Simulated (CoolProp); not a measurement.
Vapour-liquid equilibrium of cyclohexane (1) + toluene (2) at 436.4 K; x and y are mole fractions of (1).

Values from CoolProp's multi-fluid Helmholtz-energy mixture model, Zhou 2014 and Lemmon 2006; pair parameters Bell 2016.

Problem. Give the bubble pressure and the first vapour's composition at x = 0.05, 0.2, 0.8. Is there an azeotrope?

Solution. x = 0.05: 0.3919 MPa, y = 0.101; x = 0.2: 0.4580 MPa, y = 0.335; x = 0.8: 0.6616 MPa, y = 0.861. No azeotrope shows between x = 0.05 and 0.95.

The pair parameters rest on a limited set of measurements; away from them the model extrapolates.
